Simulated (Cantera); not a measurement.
A freely propagating, adiabatic, planar premixed flame of H2 : O2 : N2 = 1 : 0.98 : 3.69 (molar parts), equivalence ratio 0.51, unburnt at 425 K and 1.01 bar; mixture-averaged transport, grid criteria slope 0.08 and curve 0.16, no radiation.

Model: the H2/O2 subset of GRI-Mech 3.0, which has no nitrogen chemistry, integrated in Cantera. Burning velocities carry a grid error of a few per cent, more on coarse grids. Lean hydrogen flames are cellular in practice and burn faster than this planar one.

Problem. Predict: laminar burning velocity; thermal thickness; peak x(OH); peak x(HO2); peak x(H2O2).

Solution. 
```
Property                    Result
------------------------  --------
laminar burning velocity  110 cm/s
thermal thickness         0.404 mm
peak x(OH)                 0.00562
peak x(HO2)               0.000322
peak x(H2O2)               5.85e-5
```
